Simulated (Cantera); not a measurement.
A perfectly stirred reactor is fed with CH₃OH : O₂ : N₂ : H₂O = 1 : 1 : 3.76 : 0.4 (molar parts), equivalence ratio 1.5, at 100000 Pa; it is adiabatic with a 450 K inlet, and is followed from long to short residence time, starting on the burning branch (τ in s: 0.035, 0.017, 0.0083, 0.004, 0.002, 0.00096, 0.00047, 0.00023, 0.00011, 5.4e-05, 2.6e-05, 1.3e-05).

Computed with Cantera and GRI-Mech 3.0 (53 species, 325 reactions). GRI-Mech 3.0 was tuned for natural gas; its chemistry of methanol as a main component is partial and can be far from experiment.

Q: Predict: blow-out, bracketed by the residence times tried; x(CH₃OH) at τ = 35.0 ms; x(O₂) at τ = 35.0 ms; x(H₂O) at τ = 35.0 ms; x(CH₂O) at τ = 35.0 ms; x(CH₄) at τ = 35.0 ms; x(CH₃OH) at τ = 0.470 ms; x(O₂) at τ = 0.470 ms; x(H₂O) at τ = 0.470 ms; x(CH₂O) at τ = 0.470 ms; x(CH₄) at τ = 0.470 ms.

A: 
- blow-out, bracketed by the residence times tried = burning at 0.110 ms, out at 54.0 µs
- x(CH₃OH) at τ = 35.0 ms = 3.37e-6
- x(O₂) at τ = 35.0 ms = 0.000177
- x(H₂O) at τ = 35.0 ms = 0.266
- x(CH₂O) at τ = 35.0 ms = 3.02e-6
- x(CH₄) at τ = 35.0 ms = 3.26e-6
- x(CH₃OH) at τ = 0.470 ms = 8.65e-5
- x(O₂) at τ = 0.470 ms = 0.00315
- x(H₂O) at τ = 0.470 ms = 0.259
- x(CH₂O) at τ = 0.470 ms = 6.85e-5
- x(CH₄) at τ = 0.470 ms = 6.15e-5
